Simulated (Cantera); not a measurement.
**Gas activation for diamond growth**

An isothermal, constant-pressure homogeneous reactor starts with CH4 : H2 : H = 0.015 : 0.52 : 0.0062 (molar parts), at 1775 K and 0.133 bar.

Detailed kinetics in Cantera: GRI-Mech 3.0 (53 species, 325 reactions). GRI-Mech 3.0 stops at C3 and has no aromatics, soot or wall deposition, so with more carbon than oxygen in the feed, carbon stays in small species such as C2H2 where larger ones or solid carbon would form.

```
t (s)       x CH4   x H2       x H   x C2H6    x C2H    x C2H4    x C2H2
--------  -------  -----  --------  -------  -------  --------  --------
0.000100   0.0241  0.967   0.00532  2.81e-5  9.54e-9  0.000211  0.000221
0.000278   0.0243  0.970   0.00345  1.84e-5  1.77e-8  0.000207  0.000632
0.000774   0.0243  0.972   0.00186  9.33e-6  1.70e-8  0.000138   0.00113
0.00215    0.0240  0.973  0.000999  4.19e-6  1.26e-8   7.69e-5   0.00156
0.00599    0.0233  0.974  0.000751  2.65e-6  1.19e-8   5.20e-5   0.00197
0.0167     0.0217  0.974  0.000740  2.25e-6  1.65e-8   4.78e-5   0.00277
0.0464     0.0182  0.976  0.000747  1.60e-6  2.71e-8   4.31e-5   0.00450
0.129      0.0125  0.979  0.000761  7.71e-7  4.47e-8   3.94e-5   0.00733
0.359     0.00662  0.982  0.000776  2.23e-7  6.36e-8   4.08e-5    0.0102
1.00      0.00292  0.984  0.000787  4.68e-8  7.58e-8   4.45e-5    0.0121
```
x: mole fraction; the columns are a selection and need not sum to one.

Equilibrium at this temperature and pressure: CH4 0.00104, H2 0.985, H 0.000792, C2H6 9.17e-9, C2H 8.21e-8, C2H4 4.72e-5, C2H2 0.0130 (gas phase only).
